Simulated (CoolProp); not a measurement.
Values from CoolProp's reference Helmholtz-energy equation of state, Gao 2020.

Problem. Give the vapour pressure (MPa), liquid density (kg/m³), enthalpy of vaporisation (kJ/kg), vapour Z of saturated ammonia at 17.65, 22.05, 44.15 °C.

Solution. 
```csv
T (°C),p (MPa),liquid density (kg/m³),enthalpy of vaporisation (kJ/kg),vapour Z
17.65,0.794,614,1200,0.899
22.05,0.915,607,1180,0.890
44.15,1.74,573,1080,0.834
```
